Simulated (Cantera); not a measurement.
Pyrogenic steam for wet oxidation

An isothermal, constant-pressure homogeneous reactor starts with 38.3 % H2, 21.3 % O2, 40.4 % N2, at 925 K and 0.987 atm.

Cantera simulation using GRI-Mech 3.0 (53 species, 325 reactions); the numbers are that mechanism's predictions, not measurements. Below about 950 K walls govern HO2 and H2O2 in real vessels. The temperature is held fixed by assumption; the heat of reaction is taken as removed at once.

| t (s) | x H2 | x O2 | x NO | x H | x NO2 | x H2O | x OH |
|---|---|---|---|---|---|---|---|
| 0.000600 | 0.383 | 0.213 | <1e-12 | 1.01e-10 | <1e-12 | 7.48e-9 | 2.86e-12 |
| 0.00126 | 0.383 | 0.213 | <1e-12 | 1.29e-10 | <1e-12 | 1.82e-8 | 3.65e-12 |
| 0.00266 | 0.383 | 0.213 | <1e-12 | 2.03e-10 | <1e-12 | 5.10e-8 | 5.84e-12 |
| 0.00559 | 0.383 | 0.213 | <1e-12 | 4.71e-10 | <1e-12 | 1.89e-7 | 1.39e-11 |
| 0.0118 | 0.383 | 0.213 | <1e-12 | 2.21e-9 | <1e-12 | 1.26e-6 | 6.81e-11 |
| 0.0247 | 0.383 | 0.213 | <1e-12 | 2.34e-8 | <1e-12 | 2.39e-5 | 8.56e-10 |
| 0.0521 | 0.382 | 0.212 | <1e-12 | 2.20e-7 | <1e-12 | 0.000654 | 1.11e-8 |
| 0.110 | 0.372 | 0.207 | <1e-12 | 8.42e-7 | <1e-12 | 0.0126 | 6.04e-8 |
| 0.230 | 0.341 | 0.192 | <1e-12 | 6.24e-7 | 2.27e-12 | 0.0505 | 5.69e-8 |
| 0.485 | 0.291 | 0.167 | 1.08e-12 | 4.17e-7 | 4.47e-12 | 0.113 | 5.02e-8 |
| 1.02 | 0.212 | 0.129 | 1.36e-12 | 2.79e-7 | 7.39e-12 | 0.211 | 4.83e-8 |
| 2.15 | 0.109 | 0.0789 | 1.77e-12 | 1.67e-7 | 1.17e-11 | 0.339 | 4.65e-8 |
| 4.52 | 0.0283 | 0.0400 | 2.13e-12 | 6.54e-8 | 1.78e-11 | 0.439 | 4.25e-8 |
| 9.51 | 0.00263 | 0.0276 | 1.02e-12 | 5.90e-9 | 2.40e-11 | 0.470 | 2.89e-8 |
| 20.0 | 0.000315 | 0.0265 | <1e-12 | 2.52e-10 | 2.57e-11 | 0.473 | 9.46e-9 |
x: mole fraction; the columns are a selection and need not sum to one.

Equilibrium at this temperature and pressure: H2 2.30e-11, O2 0.0263, NO 3.64e-6, H <1e-12, NO2 1.22e-7, H2O 0.474, OH 3.06e-8 (gas phase only).
